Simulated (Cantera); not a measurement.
Input: 1 mol B₂O₃, 0.89 mol NF₃, 2.9 mol N₂, equilibrated at 750 °C and 3.40 Pa.

Cantera equilibrium calculation (NASA polynomials, part measured and part estimated; ideal gas, pure solids and liquids). Candidate condensed phases: B, BN, B₂O₃; 31 gas species. Kinetics and transport are ignored.

Base state: N₂ 0.664, BF₃ 0.147, O₂ 0.132, BOF 0.0404, B₃O₃F₃ 0.0161, NO 2.92e-5 (mole fractions); condensed: B₂O₃(l).

What changes in the equilibrium state with this change: NF₃ from 0.89 to 2.3 mol?


```tsv
species	before	after
N₂	0.664	0.479
BF₃	0.147	0.237
O₂	0.132	0.178
F	<1e-9	0.106
BOF	0.0404	<1e-9
B₃O₃F₃	0.0161	<1e-9
F₂	<1e-9	2.56e-5
NO	2.92e-5	2.87e-5
B₂O₃(l), mol	0.406	0
```
